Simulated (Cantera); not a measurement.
A closed system holds: 1 mol Si, 0.049 mol CO2, 13 mol H2, held at 1.00 bar.

These are equilibrium values from Cantera (NASA tables, ideal gas, pure condensed phases), not measurements of a reactor. Candidate condensed phases: C, C6H6, C7H8, C8H18, H2O, Si, SiC, SiO2; 123 gas species. Mutual solubility and eutectic melting of coexisting phases are not modelled. Gases not in the tables: Si2H6 and higher silanes. Equilibrium is a limit: real reactors are often held back by kinetics, nucleation or transport.

At 1775 K, list the 5 most abundant gas species with their mole fractions, and the condensed phases.

H2 0.992, SiO 0.00686, CO 0.000611, H 0.000288, SiH2 2.48e-5. Condensed: Si(l) + SiC(s).
